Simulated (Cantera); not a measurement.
A perfectly stirred reactor is fed with C₂H₄ : O₂ : N₂ : H₂O = 1 : 5.88 : 22.1 : 3 (molar parts), equivalence ratio 0.51, at 3750 Torr; it is adiabatic with a 425 K inlet, and is followed from long to short residence time, starting on the burning branch (τ in s: 0.1, 0.033, 0.011, 0.0035, 0.0011, 0.00037, 0.00012, 4e-05, 1.3e-05, 4.2e-06).

Cantera simulation using GRI-Mech 3.0 (53 species, 325 reactions); the numbers are that mechanism's predictions, not measurements. GRI-Mech 3.0 was tuned for natural gas; its chemistry of ethylene as a main component is partial and can be far from experiment.

Q: Predict: blow-out, bracketed by the residence times tried; x(C₂H₄) at τ = 0.100 s; x(O₂) at τ = 0.100 s; x(H₂O) at τ = 0.100 s; x(NO) at τ = 0.100 s; x(C₂H₄) at τ = 0.370 ms; x(O₂) at τ = 0.370 ms; x(H₂O) at τ = 0.370 ms.

A: 
```json
{
 "blow_out_bracketed_by_the_residence_times_tried": "burning at 1.10 ms, out at 0.370 ms",
 "x(C₂H₄) at τ = 0.100 s": "7.18e-6",
 "x(O₂) at τ = 0.100 s": "0.0901",
 "x(H₂O) at τ = 0.100 s": "0.156",
 "x(NO) at τ = 0.100 s": "1.32e-6",
 "x(C₂H₄) at τ = 0.370 ms": "0.0313",
 "x(O₂) at τ = 0.370 ms": "0.184",
 "x(H₂O) at τ = 0.370 ms": "0.0938"
}
```
